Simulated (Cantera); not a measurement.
A freely propagating, adiabatic, planar premixed flame of H2 : O2 : N2 = 1 : 0.5 : 1.55 (molar parts), equivalence ratio 1.0, unburnt at 573 K and 13300 Pa; mixture-averaged transport, grid criteria slope 0.08 and curve 0.16, no radiation.

Detailed kinetics in Cantera: the H2/O2 subset of GRI-Mech 3.0, which has no nitrogen chemistry. Burning velocities carry a grid error of a few per cent, more on coarse grids.

### Question
What does this change do: H2 1 to 1.3 parts?

### Answer
| quantity | before | after |
|---|---|---|
| laminar burning velocity | 627 cm/s | 687 cm/s |
| thermal thickness | 5.91 mm | 5.81 mm |
| peak x(OH) | 0.0245 | 0.0195 |
| peak x(O) | 0.0191 | 0.0135 |
| peak x(H2O2) | 1.29e-6 | 1.03e-6 |

### Question
What does this change do: H2 1 to 0.76 parts?

### Answer
```json
[
 {"quantity": "laminar burning velocity", "before": "627 cm/s", "after": "542 cm/s"},
 {"quantity": "thermal thickness", "before": "5.91 mm", "after": "5.90 mm"},
 {"quantity": "peak x(OH)", "before": "0.0245", "after": "0.0220"},
 {"quantity": "peak x(O)", "before": "0.0191", "after": "0.0213"},
 {"quantity": "peak x(H2O2)", "before": "1.29e-6", "after": "1.64e-6"}
]
```

### Question
What does this change do: inlet temperature 573 to 400 K?

### Answer
```
quantity                    before     after
------------------------  --------  --------
laminar burning velocity  627 cm/s  357 cm/s
thermal thickness          5.91 mm   5.38 mm
peak x(OH)                  0.0245    0.0214
peak x(O)                   0.0191    0.0165
peak x(H2O2)               1.29e-6   1.78e-5
```
